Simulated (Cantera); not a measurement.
Input: 1 mol Pb, 1.3 mol N2.

These are equilibrium values from Cantera (NASA tables, ideal gas, pure condensed phases), not measurements of a reactor. Candidate condensed phases: Pb; 4 gas species. The numbers say what is thermodynamically allowed, not how fast it happens.

Problem. What condenses at these points (T in °C, P in Pa): (777, 10); (877, 1400); (852, 10); (752, 7200); (902, 190000)?

Solution. 
```
T (°C)  P in Pa  condensed phases  Pb condensed (%)
------  -------  ----------------  ----------------
777          10          gas only               0.0
877        1400                Pb              97.3
852          10          gas only               0.0
752        7200                Pb              99.9
902      190000                Pb             100.0
```
